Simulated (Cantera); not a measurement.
A Cantera script and what it prints.

```python
import numpy as np
import cantera as ct

gas_names = [...]  # 47 gases of nasa_gas.yaml made of Cl, H, N, O, Si
cond_names = """
    H2O(s) H2O(L) NH4CL(a) NH4CL(b) Si(cr) Si(L) SiO2(Lqz) SiO2(hqz) SiO2(L) Si2N2O(s) Si3N4(a)
""".split()


# ... load() reads the species with a 1 bar reference pressure and builds the phases ...
atoms = {
    'SiH2Cl2': {'Si': 1, 'H': 2, 'CL': 2},
    'NO': {'N': 1, 'O': 1},
    'H2': {'H': 2},
}
top_T = {'Si2N2O(s)': 2100, 'Si3N4(a)': 2400}  # K; cautious upper limits of use, not melting points


# ... equilibrate(T, P, feed) seeds the gas with the atoms and calls Mixture.equilibrate('TP', solver="vcs", rtol=1e-11, max_steps=5000) ...
results = []
T = 1298  # K
P = 13332.2  # Pa
for m in [3.6, 5.1, 7.1, 9.9, 14, 19, 27, 38, 53, 74]:
    feed = {'SiH2Cl2': 1, 'NO': 18, 'H2': m}  # mol
    mix = equilibrate(T, P, feed)
    results.append((T, P, feed, dict(zip(mix.species_names, mix.species_moles))))

top = {s: max(r[3][s] / sum(r[3][g] for g in gas_names) for r in results) for s in gas_names}
cols = sorted((s for s in top if top[s] > 0.001), key=lambda s: -top[s])[:7]
seen = [c for c in cond_names if any(r[3].get(c, 0) > 1e-12 for r in results)]
print("log10 of partial pressures in bar; condensed amounts in mol")
print(f"{'n(H2)':>10s}" + "".join(f"{s[:9]:>10s}" for s in cols + seen))
for T, P, feed, n in results:
    ng = sum(n[g] for g in gas_names)
    print(f"{feed['H2']:10.4g}" + "".join(f"{np.log10(max(n[s] / ng * P / 1e5, 1e-99)):10.3f}" for s in cols)
          + "".join(f"{n.get(c, 0):10.4g}" for c in seen))
```

It prints:

```
log10 of partial pressures in bar; condensed amounts in mol
     n(H2)        H2       H2O        N2        O2       HCL SiO2(hqz)
       3.6    -8.010    -1.634    -1.239    -1.402    -1.902         1
       5.1    -7.840    -1.500    -1.254    -1.473    -1.915         1
       7.1    -7.663    -1.376    -1.274    -1.581    -1.932         1
       9.9    -7.450    -1.258    -1.300    -1.771    -1.957         1
        14    -7.075    -1.144    -1.336    -2.292    -1.991         1
        19    -1.875    -1.148    -1.398   -12.700    -2.051         1
        27    -1.413    -1.251    -1.501   -13.828    -2.154         1
        38    -1.223    -1.361    -1.611   -14.431    -2.264         1
        53    -1.113    -1.477    -1.727   -14.882    -2.380         1
        74    -1.041    -1.600    -1.850   -15.273    -2.503         1
```

These are equilibrium values from Cantera (NASA tables, ideal gas, pure condensed phases), not measurements of a reactor. The tables hold silica as quartz up to 1696 K and as liquid above; real silica turns to tridymite and cristobalite and melts near 1996 K. Gases not in the tables: Si(OH)4.
